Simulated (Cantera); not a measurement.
Input (Python, Cantera):

```python
import numpy as np
import cantera as ct

gas = ct.Solution("h2o2.yaml")
gas.TPX = 500, 110000, {'H2': 1, 'O2': 0.208, 'N2': 0.854}
flame = ct.FreeFlame(gas, width=0.037)
flame.set_refine_criteria(ratio=3, slope=0.08, curve=0.16)
flame.transport_model = "mixture-averaged"
flame.solve(loglevel=0, auto=True)
z, T = flame.grid, flame.T
thick = (T[-1] - T[0]) / np.gradient(T, z).max()
show = ['H2', 'O2', 'OH', 'H', 'H2O', 'HO2']
print(f"laminar burning velocity  {flame.velocity[0] * 100:.3f} cm/s")
print(f"burnt temperature         {T[-1]:.1f} K")
print(f"thermal thickness         {thick * 1e3:.4f} mm")
print(f"grid points               {len(z)}")
z0 = z[flame.heat_release_rate.argmax()]
print(f"{'z/mm':>9s}{'T/K':>9s}{'u/(m/s)':>9s}" + "".join(f"{s:>11s}" for s in show))
rows = []
for k in (-3, -2, -1.5, -1, -0.5, -0.25, 0, 0.25, 0.5, 1, 2, 4, 8):
    zz = z0 + k * thick
    rows.append([k * thick, np.interp(zz, z, T), np.interp(zz, z, flame.velocity),
                 *(np.interp(zz, z, flame.X[gas.species_index(s)]) for s in show)])
    print(f"{rows[-1][0] * 1e3:9.3f}{rows[-1][1]:9.1f}{rows[-1][2]:9.3f}" + "".join(f"{x:11.3e}" for x in rows[-1][3:]))
```

Result:

```
laminar burning velocity  587.259 cm/s
burnt temperature         2023.9 K
thermal thickness         0.3838 mm
grid points               129
     z/mm      T/K  u/(m/s)         H2         O2         OH          H        H2O        HO2
   -1.151    500.0    5.873  4.850e-01  1.009e-01  2.417e-16  6.739e-16  1.981e-12  1.325e-12
   -0.768    500.0    5.873  4.850e-01  1.009e-01  1.492e-14  4.574e-14  8.823e-11  6.953e-11
   -0.576    500.0    5.873  4.850e-01  1.009e-01  9.097e-13  8.395e-12  3.701e-09  3.794e-09
   -0.384    500.1    5.873  4.849e-01  1.009e-01  1.652e-10  1.224e-08  3.730e-07  4.894e-07
   -0.192    538.3    6.272  4.793e-01  1.009e-01  9.234e-05  2.237e-04  1.557e-03  2.949e-04
   -0.096    794.2    9.021  4.460e-01  9.335e-02  5.411e-04  7.275e-03  2.408e-02  1.710e-04
    0.000   1163.5   12.890  3.683e-01  6.282e-02  1.231e-03  3.637e-02  9.154e-02  7.018e-05
    0.096   1413.0   15.555  2.960e-01  2.032e-02  2.042e-03  6.492e-02  1.735e-01  2.128e-05
    0.192   1524.5   16.726  2.737e-01  4.273e-03  2.001e-03  7.057e-02  2.053e-01  4.299e-06
    0.384   1623.2   17.705  2.744e-01  3.332e-04  2.055e-03  6.257e-02  2.143e-01  3.264e-07
    0.768   1721.0   18.642  2.828e-01  9.924e-05  2.051e-03  4.930e-02  2.164e-01  1.065e-07
    1.535   1814.7   19.519  2.915e-01  5.793e-05  1.830e-03  3.585e-02  2.183e-01  6.558e-08
    3.070   1893.3   20.239  2.989e-01  2.883e-05  1.443e-03  2.423e-02  2.202e-01  3.593e-08
```

Computed with Cantera and the H2/O2 subset of GRI-Mech 3.0, which has no nitrogen chemistry. Burning velocities carry a grid error of a few per cent, more on coarse grids.
